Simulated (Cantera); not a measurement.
Ammonia decomposition in nitride growth gas

An isothermal, constant-pressure homogeneous reactor starts with NH3 : N2 = 1 : 1.6 (molar parts), at 1850 K and 2670 Pa.

Computed with Cantera and the gas-phase N/H chemistry of the illustrative SiF4/NH3 mechanism in the Surface Chemkin manual (1991). Walls and surfaces, which speed up NH3 decomposition in real reactors, are not modelled.

```csv
t (s),x NH3,x N,x N2,x NH2,x N2H4
7.00e-6,0.385,<1e-12,0.615,1.84e-7,<1e-12
2.32e-5,0.385,<1e-12,0.615,7.51e-7,<1e-12
7.67e-5,0.385,<1e-12,0.615,2.73e-6,<1e-12
0.000254,0.385,<1e-12,0.615,9.28e-6,3.70e-12
0.000840,0.385,6.78e-12,0.615,3.09e-5,4.34e-11
0.00278,0.384,2.28e-10,0.615,0.000102,4.80e-10
0.00920,0.384,2.16e-9,0.615,0.000322,4.79e-9
0.0304,0.382,1.90e-8,0.615,0.000584,1.58e-8
0.101,0.372,8.16e-8,0.614,0.000550,1.40e-8
0.333,0.341,2.43e-7,0.612,0.000470,1.02e-8
1.10,0.261,4.22e-7,0.605,0.000360,5.99e-9
3.65,0.126,4.78e-7,0.594,0.000206,1.97e-9
12.1,0.0229,4.02e-7,0.585,6.00e-5,1.66e-10
40.0,0.000229,2.77e-7,0.583,2.43e-6,<1e-12
```
x: mole fraction; the columns are a selection and need not sum to one.

Equilibrium at this temperature and pressure: NH3 1.43e-7, N 4.05e-10, N2 0.583, NH2 2.01e-9, N2H4 <1e-12 (gas phase only).
